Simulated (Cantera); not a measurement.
A closed system holds: 1 mol SiH₂Cl₂, 0.028 mol HCl, 120 mol N₂, at 1250 K and 13.3 mbar.

Equilibrium computed with Cantera from the NASA thermochemical tables; the gas is ideal and each condensed phase is pure. Candidate condensed phases: NH₄Cl, Si, Si₃N₄; 28 gas species. N₂ is the only nitrogen source here; it is nearly inert below about 1500 K, so the nitride shown seldom forms there in practice. The tables' values for SiCl₃ are old estimates; treat these amounts as uncertain. Equilibrium is a limit: real reactors are often held back by kinetics, nucleation or transport.

Base state: N₂ 0.984, HCl 0.0138, H₂ 0.00145, SiCl₄ 0.000568, SiCl₂ 0.000149, SiCl₃ 0.000109 (mole fractions); condensed: Si₃N₄(s).

Task: What changes in the equilibrium state with this change: pressure from 13.3 mbar to 1.00 bar?

Result: 
```
species          before     after
-------------  --------  --------
N₂                0.984     0.984
HCl              0.0138    0.0128
H₂              0.00145   0.00197
SiCl₄          0.000568  0.000958
SiCl₂          0.000149   5.31e-6
SiCl₃          0.000109   2.67e-5
Si₃N₄(s), mol     0.300     0.293
```

Task: What changes in the equilibrium state with this change: temperature from 1250 K to 1498 K?

Result: 
| species | before | after |
|---|---|---|
| N₂ | 0.984 | 0.983 |
| HCl | 0.0138 | 0.0106 |
| H₂ | 0.00145 | 0.00303 |
| SiCl₂ | 0.000149 | 0.00274 |
| SiCl₄ | 0.000568 | 2.76e-5 |
| Cl | 1.30e-6 | 2.31e-5 |
| SiCl₃ | 0.000109 | 0.000154 |
| Si₃N₄(s), mol | 0.300 | 0.215 |

Task: What changes in the equilibrium state with this change: HCl from 0.028 to 2.7 mol?

Result: 
| species | before | after |
|---|---|---|
| N₂ | 0.984 | 0.964 |
| HCl | 0.0138 | 0.0299 |
| H₂ | 0.00145 | 0.00399 |
| SiCl₄ | 0.000568 | 0.00168 |
| SiCl₃ | 0.000109 | 0.000246 |
| SiCl₂ | 0.000149 | 0.000259 |
| Si₃N₄(s), mol | 0.300 | 0.243 |
